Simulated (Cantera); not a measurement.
## Iron carbonyl, mercury and lead vapours: Fe(CO)5 + O2 + N2 + H2

Feed: 1 mol Fe(CO)5, 0.075 mol O2, 14 mol N2, 0.21 mol H2, at 1.00 bar.

Cantera equilibrium calculation (NASA polynomials, part measured and part estimated; ideal gas, pure solids and liquids). Candidate condensed phases: C, C6H6, C7H8, C8H18, Fe, Fe(CO)5, FeO, Fe(OH)2, Fe(OH)3, Fe2O3, Fe3O4, H2O; 140 gas species. Condensed phases not in the tables: cementite and carbon dissolved in iron. Kinetics and transport are ignored.

```json
[
 {"T (K)": "973", "x N2": "0.752", "x CO": "0.197", "x CO2": "0.0391", "x H2": "0.0100", "x H2O": "0.00123", "x CH4": "1.29e-5", "x H": "1.08e-10", "x Fe": "<1e-12", "n C(graphite)": "0.600", "n Fe(α)": "1.00", "n Fe(γ)": "0"},
 {"T (K)": "1023", "x N2": "0.738", "x CO": "0.232", "x CO2": "0.0193", "x H2": "0.0104", "x H2O": "0.000660", "x CH4": "8.09e-6", "x H": "4.22e-10", "x Fe": "<1e-12", "n C(graphite)": "0.228", "n Fe(α)": "1.00", "n Fe(γ)": "0"},
 {"T (K)": "1073", "x N2": "0.730", "x CO": "0.250", "x CO2": "0.00883", "x H2": "0.0106", "x H2O": "0.000345", "x CH4": "5.15e-6", "x H": "1.44e-9", "x Fe": "<1e-12", "n C(graphite)": "0.0259", "n Fe(α)": "1.00", "n Fe(γ)": "0"},
 {"T (K)": "1123", "x N2": "0.729", "x CO": "0.253", "x CO2": "0.00747", "x H2": "0.0106", "x H2O": "0.000342", "x CH4": "1.70e-6", "x H": "4.38e-9", "x Fe": "3.12e-12", "n C(graphite)": "0", "n Fe(α)": "1.00", "n Fe(γ)": "0"},
 {"T (K)": "1173", "x N2": "0.729", "x CO": "0.253", "x CO2": "0.00742", "x H2": "0.0105", "x H2O": "0.000393", "x CH4": "5.19e-7", "x H": "1.21e-8", "x Fe": "1.96e-11", "n C(graphite)": "0", "n Fe(α)": "1.00", "n Fe(γ)": "0"},
 {"T (K)": "1223", "x N2": "0.729", "x CO": "0.253", "x CO2": "0.00736", "x H2": "0.0105", "x H2O": "0.000446", "x CH4": "1.75e-7", "x H": "3.08e-8", "x Fe": "1.06e-10", "n C(graphite)": "0", "n Fe(α)": "0", "n Fe(γ)": "1.00"},
 {"T (K)": "1273", "x N2": "0.729", "x CO": "0.253", "x CO2": "0.00731", "x H2": "0.0104", "x H2O": "0.000499", "x CH4": "6.43e-8", "x H": "7.28e-8", "x Fe": "4.98e-10", "n C(graphite)": "0", "n Fe(α)": "0", "n Fe(γ)": "1.00"},
 {"T (K)": "1323", "x N2": "0.729", "x CO": "0.253", "x CO2": "0.00726", "x H2": "0.0104", "x H2O": "0.000552", "x CH4": "2.55e-8", "x H": "1.62e-7", "x Fe": "2.08e-9", "n C(graphite)": "0", "n Fe(α)": "0", "n Fe(γ)": "1.00"},
 {"T (K)": "1373", "x N2": "0.729", "x CO": "0.253", "x CO2": "0.00720", "x H2": "0.0103", "x H2O": "0.000605", "x CH4": "1.08e-8", "x H": "3.38e-7", "x Fe": "7.80e-9", "n C(graphite)": "0", "n Fe(α)": "0", "n Fe(γ)": "1.00"},
 {"T (K)": "1423", "x N2": "0.729", "x CO": "0.253", "x CO2": "0.00715", "x H2": "0.0103", "x H2O": "0.000658", "x CH4": "4.91e-9", "x H": "6.73e-7", "x Fe": "2.67e-8", "n C(graphite)": "0", "n Fe(α)": "0", "n Fe(γ)": "1.000"},
 {"T (K)": "1473", "x N2": "0.729", "x CO": "0.253", "x CO2": "0.00710", "x H2": "0.0102", "x H2O": "0.000709", "x CH4": "2.34e-9", "x H": "1.28e-6", "x Fe": "8.36e-8", "n C(graphite)": "0", "n Fe(α)": "0", "n Fe(γ)": "1.000"},
 {"T (K)": "1523", "x N2": "0.729", "x CO": "0.253", "x CO2": "0.00705", "x H2": "0.0102", "x H2O": "0.000760", "x CH4": "1.18e-9", "x H": "2.33e-6", "x Fe": "2.43e-7", "n C(graphite)": "0", "n Fe(α)": "0", "n Fe(γ)": "1.000"},
 {"T (K)": "1573", "x N2": "0.729", "x CO": "0.253", "x CO2": "0.00700", "x H2": "0.0101", "x H2O": "0.000809", "x CH4": "6.19e-10", "x H": "4.09e-6", "x Fe": "6.57e-7", "n C(graphite)": "0", "n Fe(α)": "0", "n Fe(γ)": "1.000"},
 {"T (K)": "1623", "x N2": "0.729", "x CO": "0.253", "x CO2": "0.00695", "x H2": "0.0101", "x H2O": "0.000857", "x CH4": "3.39e-10", "x H": "6.94e-6", "x Fe": "1.67e-6", "n C(graphite)": "0", "n Fe(α)": "0", "n Fe(γ)": "1.000"}
]
```
x: gas mole fraction; n: condensed amount in mol.

From 973 K to 1073 K the condensed part is C(graphite) + Fe(α). From 1123 K to 1173 K the condensed part is Fe(α). From 1223 K to 1623 K the condensed part is Fe(γ).
